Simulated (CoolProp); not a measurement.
A single-stage vapour-compression cycle with the fluid: evaporating at 298.15 K (dew point), condensing at 363.15 K (bubble point), superheat 2 K, subcooling 8 K, compressor efficiency 0.65, no pressure losses. The same conditions are run with several fluids, on thermodynamics alone (safety and materials aside).

Model: reference Helmholtz-energy equation of state of each fluid (isobutane: Bücker 2006; n-perfluorobutane: Gao 2022; R227EA: Lemmon 2016; tetrahydrofuran: Fiedler 2023; R142b: Lemmon 2006; n-butane: Bücker 2006), in CoolProp.

```
fluid              cooling COP  pressure ratio  discharge temperature (K)  refrigerating effect (kJ/kg)  volumetric capacity (kJ/m³)
-----------------  -----------  --------------  -------------------------  ----------------------------  ---------------------------
isobutane                 2.03            4.68                      368.2                           181                         1640
n-perfluorobutane   (withheld)      (withheld)                      363.2                    (withheld)                          588
R227EA                    1.42            5.05                      363.2                    (withheld)                         1410
tetrahydrofuran           2.59      (withheld)                      406.0                    (withheld)                          216
R142b                     2.18            5.04                      381.1                           124                         1850
n-butane                  2.16            5.13                      369.1                           215                   (withheld)
```

Problem. Some entries are withheld; supply them.

Solution. 
- n-perfluorobutane, cooling COP: 1.07
- n-perfluorobutane, pressure ratio: 5.38
- n-perfluorobutane, refrigerating effect (kJ/kg): 20.9
- R227EA, refrigerating effect (kJ/kg): 39.4
- tetrahydrofuran, pressure ratio: 9.63
- tetrahydrofuran, refrigerating effect (kJ/kg): 343
- n-butane, volumetric capacity (kJ/m³): 1310

The compression ends wet for: n-perfluorobutane.
